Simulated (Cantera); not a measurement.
Feed: 1 mol PbO, 37 mol H₂, 0.34 mol N₂.

Equilibrium computed with Cantera from the NASA thermochemical tables; the gas is ideal and each condensed phase is pure. Candidate condensed phases: H₂O, Pb, PbO, PbO₂, Pb₃O₄; 27 gas species. The numbers say what is thermodynamically allowed, not how fast it happens.

Q: What condenses at these points (T in °C, P in Pa): (952, 68); (1002, 3200); (952, 150000); (1102, 150000); (1102, 1000000)?

A: 
```json
[
 {"T (°C)": "952", "P in Pa": "68", "condensed phases": "gas only", "Pb condensed (%)": "0.0"},
 {"T (°C)": "1002", "P in Pa": "3200", "condensed phases": "gas only", "Pb condensed (%)": "0.0"},
 {"T (°C)": "952", "P in Pa": "150000", "condensed phases": "Pb", "Pb condensed (%)": "97.7"},
 {"T (°C)": "1102", "P in Pa": "150000", "condensed phases": "Pb", "Pb condensed (%)": "83.6"},
 {"T (°C)": "1102", "P in Pa": "1000000", "condensed phases": "Pb", "Pb condensed (%)": "97.5"}
]
```
